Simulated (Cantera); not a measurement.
A Cantera script and what it prints.

```python
import numpy as np
import cantera as ct

gas_names = """
    Cu CuO Cu2 H HO2 H2 H2O H2O2 O OH O2 O3
""".split()
cond_names = """
    Cu(cr) Cu(L) CuO(s) CuO2H2(s) Cu2O(s) Cu2O(L) H2O(s) H2O(L)
""".split()


# ... load() reads the species with a 1 bar reference pressure and builds the phases ...
atoms = {
    'CuO': {'Cu': 1, 'O': 1},
    'H2': {'H': 2},
    'H2O': {'H': 2, 'O': 1},
}
top_T = {'CuO(s)': 1390}  # K; cautious upper limits of use, not melting points


# ... equilibrate(T, P, feed) seeds the gas with the atoms and calls Mixture.equilibrate('TP', solver="vcs", rtol=1e-11, max_steps=5000) ...
results = []
T = 2048.15  # K
P = 49000  # Pa
for m in [120, 280, 450, 610, 780, 940, 1100, 1300, 1400, 1600, 1800, 1900, 2100]:
    feed = {'CuO': 1, 'H2': m, 'H2O': 0.76}  # mol
    mix = equilibrate(T, P, feed)
    results.append((T, P, feed, dict(zip(mix.species_names, mix.species_moles))))

top = {s: max(r[3][s] / sum(r[3][g] for g in gas_names) for r in results) for s in gas_names}
cols = sorted((s for s in top if top[s] > 1e-06), key=lambda s: -top[s])[:5]
seen = [c for c in cond_names if any(r[3].get(c, 0) > 1e-12 for r in results)]
print("log10 of partial pressures in bar; condensed amounts in mol")
print(f"{'n(H2)':>10s}" + "".join(f"{s[:9]:>10s}" for s in cols + seen))
for T, P, feed, n in results:
    ng = sum(n[g] for g in gas_names)
    print(f"{feed['H2']:10.4g}" + "".join(f"{np.log10(max(n[s] / ng * P / 1e5, 1e-99)):10.3f}" for s in cols)
          + "".join(f"{n.get(c, 0):10.4g}" for c in seen))
```

Result:

```
log10 of partial pressures in bar; condensed amounts in mol
     n(H2)        H2       H2O        Cu         H       Cu2
       120    -0.321    -2.151    -2.399    -2.810    -4.935
       280    -0.315    -2.515    -2.761    -2.807    -5.661
       450    -0.314    -2.720    -2.966    -2.806    -6.070
       610    -0.313    -2.852    -3.098    -2.806    -6.333
       780    -0.313    -2.958    -3.204    -2.806    -6.546
       940    -0.312    -3.039    -3.285    -2.806    -6.708
      1100    -0.312    -3.107    -3.353    -2.806    -6.844
      1300    -0.312    -3.180    -3.425    -2.806    -6.989
      1400    -0.312    -3.212    -3.457    -2.805    -7.053
      1600    -0.312    -3.270    -3.515    -2.805    -7.169
      1800    -0.312    -3.321    -3.566    -2.805    -7.271
      1900    -0.312    -3.344    -3.590    -2.805    -7.318
      2100    -0.312    -3.388    -3.633    -2.805    -7.405
```

Equilibrium computed with Cantera from the NASA thermochemical tables; the gas is ideal and each condensed phase is pure.
